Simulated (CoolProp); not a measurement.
A closed Brayton cycle with carbon dioxide: compressor inlet 322.15 K and 9.8 MPa, high pressure 30.5 MPa, turbine inlet 900 K, compressor efficiency 0.85, turbine efficiency 0.9, recuperator effectiveness 0.9 (on enthalpy, no pinch check). Each further row changes one setting.

Model: reference Helmholtz-energy equation of state, Span 1996, in CoolProp.

```tsv
case	thermal efficiency (%)	net work (kJ/kg)	compressor to turbine work	compressor exit (K)	turbine exit (K)
as stated	37.2	115	0.30	394.4	756.7
turbine inlet 850 K	35.7	104	?	394.4	711.6
compressor inlet 332.15 K	35.8	103	0.37	422.5	756.7
high pressure 25.9 MPa	35.8	?	?	383.6	776.6
recuperator effectiveness 0.5	?	115	0.30	394.4	756.7
```

Complete the blanks.


- turbine inlet 850 K, compressor to turbine work: 0.32
- high pressure 25.9 MPa, net work (kJ/kg): 102
- high pressure 25.9 MPa, compressor to turbine work: 0.28
- recuperator effectiveness 0.5, thermal efficiency (%): 23.9
